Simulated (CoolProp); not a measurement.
Properties of nitrous oxide along the isobar 513 kPa.

The numbers come from the reference Helmholtz-energy equation of state, Lemmon 2006 in CoolProp. It is a short technical equation, of lower accuracy than the large ones.

```tsv
T (K)	phase	speed of sound (m/s)	Joule-Thomson coefficient (K/MPa)	isothermal compressibility (1/MPa)
268.8	gas	249.7	14.18	(withheld)
289.3	gas	259.5	11.81	(withheld)
309.9	gas	268.7	(withheld)	2.000
330.5	gas	(withheld)	8.631	1.990
351.1	gas	285.9	(withheld)	1.982
371.6	gas	(withheld)	6.613	1.976
392.2	gas	(withheld)	(withheld)	1.972
412.8	gas	309.3	5.224	1.968
```

Problem. Some entries are withheld; supply them.

Solution. 
- 268.8, isothermal compressibility (1/MPa): 2.032
- 289.3, isothermal compressibility (1/MPa): 2.013
- 309.9, Joule-Thomson coefficient (K/MPa): 10.02
- 330.5, speed of sound (m/s): 277.5
- 351.1, Joule-Thomson coefficient (K/MPa): 7.518
- 371.6, speed of sound (m/s): 293.9
- 392.2, speed of sound (m/s): 301.7
- 392.2, Joule-Thomson coefficient (K/MPa): 5.859
